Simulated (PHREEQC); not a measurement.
Dissolve 0.0088 mol/kgw H3PO4 and 0.0041 mol/kgw NaF at 25 °C. Closed to the air; pH follows from the charge balance.

Model: ion-association model, phreeqc.dat, run in PHREEQC.

No solid was allowed to form.

Task: Order these F species by the share of F that they hold, largest first: HF, HF2-, F-.

Result: HF (79 %), F- (20 %), HF2- (0.50 %)

The pH is 2.54 and the ionic strength 0.00719 mol/kgw. Complexes and solids missing from the database can't appear.
